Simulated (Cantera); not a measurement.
Ignition delay

Mixture: 8.98 % CH4, 19.1 % O2, 71.9 % N2, equivalence ratio 0.94, at 1.58 atm, adiabatic and at constant volume. Ignition delay is the time to a rise of 400 K.

Cantera simulation using GRI-Mech 3.0 (53 species, 325 reactions); the numbers are that mechanism's predictions, not measurements.

```json
[
 {"T0 (K)": "1175", "delay (ms)": "40.0"},
 {"T0 (K)": "1250", "delay (ms)": "14.1"},
 {"T0 (K)": "1325", "delay (ms)": "5.39"},
 {"T0 (K)": "1400", "delay (ms)": "2.21"},
 {"T0 (K)": "1475", "delay (ms)": "0.976"},
 {"T0 (K)": "1550", "delay (ms)": "0.466"},
 {"T0 (K)": "1625", "delay (ms)": "0.241"}
]
```

* **apparent activation energy between 1475 and 1625 K**: 190 kJ/mol
